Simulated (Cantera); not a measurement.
Charge: 1 mol PbO, 1.4 mol H₂O, 0.11 mol N₂, at 13.3 mbar.

Method: chemical equilibrium by Gibbs-energy minimisation in Cantera with the NASA 1993 tables (ideal gas, pure condensed phases). Candidate condensed phases: H₂O, Pb, PbO, PbO₂, Pb₃O₄; 27 gas species. Gases not in the tables: (PbO)n polymers. Rates play no part.

Question: Which condensed phases are stable at each of these points (T (K)): 873, 923, 973, 1023, 1073, 1123, 1173, 1223, 1273, 1323, 1373, 1423, 1473, 1523?

Answer: 
| T (K) | condensed phases | Pb condensed (%) |
|---|---|---|
| 873 | PbO(yellow) | 100.0 |
| 923 | PbO(yellow) | 100.0 |
| 973 | PbO(yellow) | 100.0 |
| 1023 | PbO(yellow) | 100.0 |
| 1073 | PbO(yellow) | 100.0 |
| 1123 | PbO(yellow) | 99.8 |
| 1173 | PbO(l) | 99.5 |
| 1223 | PbO(l) | 98.6 |
| 1273 | PbO(l) | 96.2 |
| 1323 | PbO(l) | 90.6 |
| 1373 | PbO(l) | 77.0 |
| 1423 | PbO(l) | 41.0 |
| 1473 | gas only | 0.0 |
| 1523 | gas only | 0.0 |

From 873 K to 1123 K the condensed part is PbO(yellow). From 1173 K to 1423 K the condensed part is PbO(l). From 1473 K to 1523 K nothing is condensed.
